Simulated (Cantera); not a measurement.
Mixture: 12.8 % CH₄, 18.3 % O₂, 68.8 % N₂, at 7.60 bar, adiabatic and at constant volume. Ignition delay is the time to a rise of 400 K.

Detailed kinetics in Cantera: GRI-Mech 3.0 (53 species, 325 reactions).

### Question
At T0 = 1450 K, what is the delay, and which 5 reactions control it most (d ln τ / d ln k, from doubling and halving each rate constant)?

### Answer
The delay is 0.419 ms.
```json
[
 {"reaction": "2 CH3 (+M) <=> C2H6 (+M)", "d ln τ / d ln k": "0.46", "faster rate": "lengthens it"},
 {"reaction": "CH3 + O2 <=> CH3O + O", "d ln τ / d ln k": "-0.42", "faster rate": "shortens it"},
 {"reaction": "CH3 + O2 <=> CH2O + OH", "d ln τ / d ln k": "-0.26", "faster rate": "shortens it"},
 {"reaction": "H + O2 <=> O + OH", "d ln τ / d ln k": "-0.23", "faster rate": "shortens it"},
 {"reaction": "CH2O + O2 <=> HCO + HO2", "d ln τ / d ln k": "-0.23", "faster rate": "shortens it"}
]
```
